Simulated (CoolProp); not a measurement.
A simple Rankine cycle with R236FA: condensing at 325.15 K, boiler at 1.55 MPa, turbine inlet 399 K, turbine efficiency 0.65, pump efficiency 0.6, no recuperator. Each further row changes one setting.

Computed with CoolProp (reference Helmholtz-energy equation of state, Pan 2012).

| case | thermal efficiency (%) | net work (kJ/kg) | heat in (kJ/kg) | turbine exit temperature (K) | volume ratio over the turbine |
|---|---|---|---|---|---|
| as stated | ? | 9.67 | 190 | 378.0 | ? |
| condensing temperature 317.15 K | ? | ? | 200 | ? | ? |
| boiler pressure 1.08 MPa | 3.3 | ? | 196 | 387.4 | 1.80 |
| turbine efficiency 0.55 | 4.2 | 7.99 | 190 | 379.6 | 2.71 |

**Question.** Some entries are withheld; supply them.

**Answer.** 
- as stated, thermal efficiency (%): 5.1
- as stated, volume ratio over the turbine: 2.69
- condensing temperature 317.15 K, thermal efficiency (%): 6.1
- condensing temperature 317.15 K, net work (kJ/kg): 12.3
- condensing temperature 317.15 K, turbine exit temperature (K): 373.8
- condensing temperature 317.15 K, volume ratio over the turbine: 3.40
- boiler pressure 1.08 MPa, net work (kJ/kg): 6.39
